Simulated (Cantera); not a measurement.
What does this Cantera script print?

```python
import numpy as np
import cantera as ct

gas_names = [...]  # 87 gases of nasa_gas.yaml made of C, H, Si
cond_names = """
    C(gr) C6H6(L) C7H8(L) C8H18(L),n-octa Si(cr) Si(L) SiC(b)
""".split()


# ... load() reads the species with a 1 bar reference pressure and builds the phases ...
atoms = {
    'SiC': {'Si': 1, 'C': 1},
    'C': {'C': 1},
    'H2': {'H': 2},
}
top_T = {'C(gr)': 4500, 'SiC(b)': 3050}  # K; cautious upper limits of use, not melting points


# ... equilibrate(T, P, feed) seeds the gas with the atoms and calls Mixture.equilibrate('TP', solver="vcs", rtol=1e-11, max_steps=5000) ...
results = []
feed = {'SiC': 1, 'C': 0.16, 'H2': 8}  # mol
T = 2923  # K
P = 1000  # Pa
mix = equilibrate(T, P, feed)
results.append((T, P, feed, dict(zip(mix.species_names, mix.species_moles))))
x = sorted(zip(gas.X, gas.species_names), reverse=True)
print(f"T = {T:g} K  P = {P:g} Pa  gas = {mix.phase_moles(0):.4g} mol")
print("   x: " + "  ".join(f"{s} {v:.3e}" for v, s in x if v > 1e-06))
print("   condensed (mol): " + ("  ".join(f"{mix.phase(i).name} {mix.phase_moles(i):.4g}"
      for i in range(1, mix.n_phases) if mix.phase_moles(i) > 1e-12) or "none"))
```

Output:

```
T = 2923 K  P = 1000 Pa  gas = 13.42 mol
   x: H 6.398e-01  H2 2.667e-01  Si 5.186e-02  SiC2 2.171e-02  C2H2,acetylene 7.626e-03  C3 5.902e-03  C2H 2.807e-03  C 1.817e-03  C2 7.766e-04  SiH 4.071e-04  Si2C 1.847e-04  SiC 1.121e-04  C4H2 9.092e-05  C5 4.916e-05  CH 4.800e-05  C2H2,vinylidene 2.003e-05  Si2 1.718e-05  C4 1.210e-05  CH2 9.788e-06  SiH2 7.320e-06  CH3 1.780e-06  C6H2 1.148e-06
   condensed (mol): none
```

These are equilibrium values from Cantera (NASA tables, ideal gas, pure condensed phases), not measurements of a reactor.
